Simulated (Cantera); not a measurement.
Input: 1 mol SiH2Cl2, 7.4 mol NO, a varied amount of N2, equilibrated at 998.15 K and 0.360 bar.

These are equilibrium values from Cantera (NASA tables, ideal gas, pure condensed phases), not measurements of a reactor. Candidate condensed phases: H2O, NH4Cl, Si, SiO2, Si2N2O, Si3N4; 47 gas species. Equilibrium is a limit: real reactors are often held back by kinetics, nucleation or transport.

Problem. At 3.9 mol N2, list the 4 most abundant gas species with their mole fractions, and the condensed phases.

Solution. N2 0.628, O2 0.207, HCl 0.102, H2O 0.0314. Condensed: SiO2(β-quartz).
